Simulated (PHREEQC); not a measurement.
## Copper plating or etch bath: an equilibrium model

Consider water at 38 °C with 110 mmol/kgw CuSO4, 0.31 mmol/kgw HCl and 10 mmol/kgw KCl. Closed to the air; pH follows from the charge balance.

Computed with PHREEQC (ion-association model, phreeqc.dat).

Each row changes one thing in this solution. No solid was allowed to form.

```json
[
 {"case": "as made", "pH": "4.05", "ionic strength (mol/kgw)": "0.232", "Cl- (mol/kgw)": "0.00951", "K+ (mol/kgw)": "0.00890", "SI of Sylvite (KCl)": "-5.35"},
 {"case": "diluted 5-fold with water", "pH": "4.41", "ionic strength (mol/kgw)": "?", "Cl- (mol/kgw)": "0.00200", "K+ (mol/kgw)": "0.00190", "SI of Sylvite (KCl)": "-6.57"},
 {"case": "HCl from 0.00031 to 0.000155 mol/kgw", "pH": "4.21", "ionic strength (mol/kgw)": "0.232", "Cl- (mol/kgw)": "0.00937", "K+ (mol/kgw)": "0.00890", "SI of Sylvite (KCl)": "-5.35"},
 {"case": "CuSO4 left out", "pH": "3.55", "ionic strength (mol/kgw)": "0.0103", "Cl- (mol/kgw)": "0.0103", "K+ (mol/kgw)": "0.0100", "SI of Sylvite (KCl)": "-5.04"},
 {"case": "CuSO4 from 0.11 to 0.011 mol/kgw", "pH": "?", "ionic strength (mol/kgw)": "0.0408", "Cl- (mol/kgw)": "0.0101", "K+ (mol/kgw)": "0.00970", "SI of Sylvite (KCl)": "-5.14"},
 {"case": "CuSO4 replaced by CdSO4 at the same molality", "pH": "4.00", "ionic strength (mol/kgw)": "0.206", "Cl- (mol/kgw)": "0.00438", "K+ (mol/kgw)": "0.00922", "SI of Sylvite (KCl)": "-5.66"},
 {"case": "0.0019 mol/kgw HBr added", "pH": "3.24", "ionic strength (mol/kgw)": "0.234", "Cl- (mol/kgw)": "0.00950", "K+ (mol/kgw)": "0.00892", "SI of Sylvite (KCl)": "-5.35"},
 {"case": "CuSO4 from 0.11 to 0.099 mol/kgw", "pH": "4.04", "ionic strength (mol/kgw)": "?", "Cl- (mol/kgw)": "0.00955", "K+ (mol/kgw)": "0.00896", "SI of Sylvite (KCl)": "-5.34"}
]
```

Problem. Fill in the missing entries.

Solution. 
- diluted 5-fold with water, ionic strength (mol/kgw): 0.0567
- CuSO4 from 0.11 to 0.011 mol/kgw, pH: 3.75
- CuSO4 from 0.11 to 0.099 mol/kgw, ionic strength (mol/kgw): 0.213

At this temperature some constants are extrapolated from 25 °C, and those without enthalpy data are left unchanged.
